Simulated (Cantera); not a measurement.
Cantera run, input and output.

```python
import numpy as np
import cantera as ct

gas = ct.Solution("gri30.yaml")
gas.TPX = 1175, 13332, {'H2': 1.1, 'O2': 1, 'N2': 0.78}
reactor = ct.IdealGasConstPressureReactor(gas, energy="off", clone=False)
net = ct.ReactorNet([reactor])
net.rtol, net.atol = 1e-08, 1e-18
show = ['H2', 'O2', 'H2O2', 'OH', 'NO']
times = np.geomspace(3e-06, 50, 11)

steps = ct.SolutionArray(gas, extra=["t"])
rows = []
print(f"{'t/s':>10s}{'T/K':>9s}{'P/Pa':>11s}" + "".join(f"{s:>11s}" for s in show))
for t in times:
    while net.time < t:
        t_next = net.step()
        steps.append(gas.state, t=t_next)
    rows.append([np.interp(t, steps.t, y) for y in (steps.T, steps.P, *steps(*show).X.T)])
    print(f"{t:10.3e}{rows[-1][0]:9.1f}{rows[-1][1]:11.4g}" + "".join(f"{x:11.3e}" for x in rows[-1][2:]))
rate = np.gradient(steps.T, steps.t)
print("integrator steps:", len(steps.t))
if steps.T.max() > steps.T[0] + 200:
    print(f"time of steepest temperature rise: {steps.t[rate.argmax()]:.4e} s")
gas.TPX = 1175, 13332, {'H2': 1.1, 'O2': 1, 'N2': 0.78}
gas.equilibrate("TP")
print(f"equilibrium (TP): T = {gas.T:.1f} K  " + "  ".join(f"{s} {gas[s].X[0]:.3e}" for s in show))
```

It prints:

```
       t/s      T/K       P/Pa         H2         O2       H2O2         OH         NO
 3.000e-06   1175.0  1.333e+04  3.819e-01  3.472e-01  8.386e-13  1.316e-10  8.777e-23
 1.582e-05   1175.0  1.333e+04  3.819e-01  3.472e-01  2.362e-11  2.054e-09  1.276e-20
 8.346e-05   1175.0  1.333e+04  3.819e-01  3.472e-01  1.992e-09  1.824e-06  1.093e-15
 4.402e-04   1175.0  1.333e+04  1.773e-02  1.946e-01  6.552e-06  6.561e-03  3.847e-06
 2.322e-03   1175.0  1.333e+04  3.608e-04  1.930e-01  2.026e-06  6.481e-04  4.109e-06
 1.225e-02   1175.0  1.333e+04  1.160e-05  1.931e-01  2.811e-07  1.453e-04  4.079e-06
 6.460e-02   1175.0  1.333e+04  8.942e-07  1.931e-01  4.572e-08  4.822e-05  4.104e-06
 3.407e-01   1175.0  1.333e+04  1.297e-07  1.931e-01  8.576e-09  1.927e-05  4.123e-06
 1.797e+00   1175.0  1.333e+04  3.029e-08  1.931e-01  2.082e-09  9.104e-06  4.119e-06
 9.479e+00   1175.0  1.333e+04  2.215e-08  1.931e-01  1.445e-09  7.478e-06  4.112e-06
 5.000e+01   1175.0  1.333e+04  2.213e-08  1.931e-01  1.444e-09  7.474e-06  4.112e-06
integrator steps: 1924
equilibrium (TP): T = 1175.0 K  H2 2.214e-08  O2 1.931e-01  H2O2 1.444e-09  OH 7.473e-06  NO 1.011e-04
```

Computed with Cantera and GRI-Mech 3.0 (53 species, 325 reactions). The temperature is held fixed by assumption; the heat of reaction is taken as removed at once.
